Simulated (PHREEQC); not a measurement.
A solution holds 0.15 mol KOH, 0.0072 mol K2SO4 and 0.95 mol KH2PO4 per kg of water, at 25 °C. Closed to the air; pH follows from the charge balance.

Model: ion-association model, phreeqc.dat, run in PHREEQC.

Each row changes one thing in this solution. Precipitation was switched off in this run.

```tsv
case	pH	ionic strength (mol/kgw)	K+ (mol/kgw)	H2PO4- (mol/kgw)	HPO4-2 (mol/kgw)	KHPO4- (mol/kgw)
as made	5.76	1.19	1.08	0.800	0.115	0.0351
KOH from 0.15 to 0.015 mol/kgw	4.75	0.988	0.972	0.932	0.0126	0.00371
K2SO4 from 0.0072 to 0.00144 mol/kgw	5.76	1.18	1.07	0.800	0.115	0.0350
diluted 10-fold with water	6.11	0.125	0.110	0.0800	0.0140	0.00102
K2SO4 from 0.0072 to 0.00648 mol/kgw	5.76	1.19	1.07	0.800	0.115	0.0351
KOH from 0.15 to 0.3 mol/kgw	6.12	1.42	1.19	0.650	0.228	0.0725
K2SO4 replaced by KF at the same molality	5.76	1.19	1.07	0.800	0.115	0.0351
```

The ionic strength passes 0.7 mol/kgw, the rough limit of the ion-association models, in as made; KOH from 0.15 to 0.015 mol/kgw; K2SO4 from 0.0072 to 0.00144 mol/kgw; K2SO4 from 0.0072 to 0.00648 mol/kgw; KOH from 0.15 to 0.3 mol/kgw; K2SO4 replaced by KF at the same molality.
